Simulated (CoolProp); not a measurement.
Properties of nitrogen along the isobar 36.4 bar.

Values from CoolProp's reference Helmholtz-energy equation of state, Span 2000.

```
T (K)          phase  Joule-Thomson coefficient (K/MPa)  expansivity (1/kK)  conductivity (mW/(m K))  Prandtl number
-----  -------------  ---------------------------------  ------------------  -----------------------  --------------
104.8         liquid                           -0.03660               9.003                     96.6            1.68
133.8  supercritical                              8.367               39.05                     23.4            1.72
162.9  supercritical                              6.026               11.05                     19.4           0.938
191.9  supercritical                              4.467               7.261                     20.6           0.830
221    supercritical                              3.440               5.591                     22.4           0.786
250    supercritical                              2.714               4.620                     24.2           0.761
279.1  supercritical                              2.169               3.966                     26.1           0.746
308.1  supercritical                              1.746               3.493                     28.0           0.735
337.2  supercritical                              1.406               3.129                     29.9           0.726
366.2  supercritical                              1.128               2.841                     31.8           0.720
395.3  supercritical                             0.8953               2.604                     33.6           0.716
424.3  supercritical                             0.6992               2.407                     35.4           0.713
```

Viscosity comes from a separate model (Lemmon 2004). Thermal conductivity comes from a separate model (Lemmon 2004).
